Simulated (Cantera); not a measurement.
A Cantera script and what it prints.

```python
import numpy as np
import cantera as ct

gas_names = [...]  # 95 gases of nasa_gas.yaml made of C, F, H
cond_names = """
    C(gr) C6H6(L) C7H8(L) C8H18(L),n-octa
""".split()


# ... load() reads the species with a 1 bar reference pressure and builds the phases ...
atoms = {
    'CH2F2': {'C': 1, 'H': 2, 'F': 2},
    'F2': {'F': 2},
    'H2': {'H': 2},
}
top_T = {'C(gr)': 4500}  # K; cautious upper limits of use, not melting points


# ... equilibrate(T, P, feed) seeds the gas with the atoms and calls Mixture.equilibrate('TP', solver="vcs", rtol=1e-11, max_steps=5000) ...
results = []
T = 798.15  # K
P = 1700  # Pa
for m in [0.2, 0.31, 0.48, 0.74, 1.1, 1.7, 2.7, 4.2, 6.4]:
    feed = {'CH2F2': 1, 'F2': 0.95, 'H2': m}  # mol
    mix = equilibrate(T, P, feed)
    results.append((T, P, feed, dict(zip(mix.species_names, mix.species_moles))))
    x = sorted(zip(gas.X, gas.species_names), reverse=True)
    print(f"T = {T:g} K  P = {P:g} Pa  n(H2) = {m:g} mol  gas = {mix.phase_moles(0):.4g} mol")
    print("   x: " + "  ".join(f"{s} {v:.3e}" for v, s in x if v > 1e-05))
    print("   condensed (mol): " + ("  ".join(f"{mix.phase(i).name} {mix.phase_moles(i):.4g}"
          for i in range(1, mix.n_phases) if mix.phase_moles(i) > 1e-12) or "none"))
```

Output:

```
T = 798.15 K  P = 1700 Pa  n(H2) = 0.2 mol  gas = 2.775 mol
   x: HF 8.649e-01  CF4 1.351e-01
   condensed (mol): C(gr) 0.625
T = 798.15 K  P = 1700 Pa  n(H2) = 0.31 mol  gas = 2.94 mol
   x: HF 8.912e-01  CF4 1.088e-01
   condensed (mol): C(gr) 0.68
T = 798.15 K  P = 1700 Pa  n(H2) = 0.48 mol  gas = 3.195 mol
   x: HF 9.264e-01  CF4 7.355e-02
   condensed (mol): C(gr) 0.765
T = 798.15 K  P = 1700 Pa  n(H2) = 0.74 mol  gas = 3.585 mol
   x: HF 9.707e-01  CF4 2.929e-02
   condensed (mol): C(gr) 0.895
T = 798.15 K  P = 1700 Pa  n(H2) = 1.1 mol  gas = 4.05 mol
   x: HF 9.630e-01  H2 3.697e-02  CH4 3.220e-05
   condensed (mol): C(gr) 0.9999
T = 798.15 K  P = 1700 Pa  n(H2) = 1.7 mol  gas = 4.647 mol
   x: HF 8.392e-01  H2 1.602e-01  CH4 6.043e-04
   condensed (mol): C(gr) 0.9972
T = 798.15 K  P = 1700 Pa  n(H2) = 2.7 mol  gas = 5.638 mol
   x: HF 6.918e-01  H2 3.060e-01  CH4 2.206e-03
   condensed (mol): C(gr) 0.9876
T = 798.15 K  P = 1700 Pa  n(H2) = 4.2 mol  gas = 7.116 mol
   x: HF 5.480e-01  H2 4.473e-01  CH4 4.712e-03
   condensed (mol): C(gr) 0.9665
T = 798.15 K  P = 1700 Pa  n(H2) = 6.4 mol  gas = 9.279 mol
   x: H2 5.720e-01  HF 4.203e-01  CH4 7.705e-03
   condensed (mol): C(gr) 0.9285
```

These are equilibrium values from Cantera (NASA tables, ideal gas, pure condensed phases), not measurements of a reactor. Condensed phases not in the tables: fluorocarbon polymer. Gases not in the tables: C2F6 and larger saturated fluorocarbons.
